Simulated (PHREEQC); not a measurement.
Consider water at 25 °C with 0.00058 mol FeCl3 per kg of water. Closed to the air; pH follows from the charge balance.

Model: ion-association model, wateq4f.dat, run in PHREEQC.

| Property | Result |
|---|---|
| pH | 3.18 |
| ionic strength | 0.00228 mol/kgw |
| total alkalinity | -1.16 meq/kg |

```tsv
species	molality	activity	log γ
Cl-	0.00174	0.00165	-0.023
H+	0.000689	0.000656	-0.021
FeOH+2	0.000363	0.000295	-0.090
Fe(OH)2+	0.000157	0.000149	-0.022
Fe+3	4.66e-5	2.99e-5	-0.192
Fe2(OH)2+4	5.44e-6	2.34e-6	-0.366
FeCl+2	1.84e-6	1.49e-6	-0.090
Fe3(OH)4+5	2.72e-7	7.28e-8	-0.572
Fe(OH)3	2.92e-8	2.93e-8	0.000
FeCl2+	1.16e-8	1.10e-8	-0.023
```

This is a speciation only: nothing precipitates in the calculation. The solution is supersaturated, for example in Fe(OH)3(a), Hematite (slow to form), so a real one may precipitate; this is no full list.
